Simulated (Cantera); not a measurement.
A perfectly stirred reactor is fed with CH3OH : O2 : N2 = 0.0021 : 0.0028 : 1 (molar parts), at 101000 Pa; it is held at 1225 K, and followed from long to short residence time.

Detailed kinetics in Cantera: GRI-Mech 3.0 (53 species, 325 reactions). GRI-Mech 3.0 was tuned for natural gas; its chemistry of methanol as a main component is partial and can be far from experiment.

Q: What does this change do: temperature 1225 to 1550 K?

A: 
| quantity | before | after |
|---|---|---|
| x(CH3OH) at τ = 0.930 s | 3.02e-7 | 1.16e-7 |
| x(O2) at τ = 0.930 s | 2.67e-5 | 4.34e-5 |
| x(C2H6) at τ = 0.930 s | 1.05e-11 | <1e-12 |
| x(NO) at τ = 0.930 s | 1.28e-6 | 4.48e-6 |
| x(OH) at τ = 0.930 s | 7.30e-6 | 3.28e-5 |
| x(CH3OH) at τ = 79.0 ms | 1.52e-6 | 4.33e-7 |
| x(O2) at τ = 79.0 ms | 0.000158 | 0.000186 |
| x(C2H6) at τ = 79.0 ms | 8.56e-11 | <1e-12 |
| x(NO) at τ = 79.0 ms | 1.60e-6 | 5.28e-6 |
| x(OH) at τ = 79.0 ms | 1.87e-5 | 7.73e-5 |

Q: What does this change do: temperature 1225 to 1500 K?

A: 
| quantity | before | after |
|---|---|---|
| x(CH3OH) at τ = 0.930 s | 3.02e-7 | 1.29e-7 |
| x(O2) at τ = 0.930 s | 2.67e-5 | 3.88e-5 |
| x(C2H6) at τ = 0.930 s | 1.05e-11 | <1e-12 |
| x(NO) at τ = 0.930 s | 1.28e-6 | 3.58e-6 |
| x(OH) at τ = 0.930 s | 7.30e-6 | 2.77e-5 |
| x(CH3OH) at τ = 79.0 ms | 1.52e-6 | 4.95e-7 |
| x(O2) at τ = 79.0 ms | 0.000158 | 0.000174 |
| x(C2H6) at τ = 79.0 ms | 8.56e-11 | <1e-12 |
| x(NO) at τ = 79.0 ms | 1.60e-6 | 4.53e-6 |
| x(OH) at τ = 79.0 ms | 1.87e-5 | 6.59e-5 |
